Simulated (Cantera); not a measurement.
Charge: 1 mol PbF2, 2.5 mol HF, 0.69 mol N2, held at 57.0 Torr.

Equilibrium computed with Cantera from the NASA thermochemical tables; the gas is ideal and each condensed phase is pure. Candidate condensed phases: Pb, PbF2; 26 gas species. Rates play no part.

Q: At 1225 °C, list the 7 most abundant gas species with their mole fractions, and the condensed phases.

A: HF 0.597, N2 0.165, PbF2 0.144, PbF4 0.0431, Pb 0.0346, PbF 0.0169, H2 6.15e-5. Condensed: gas only.
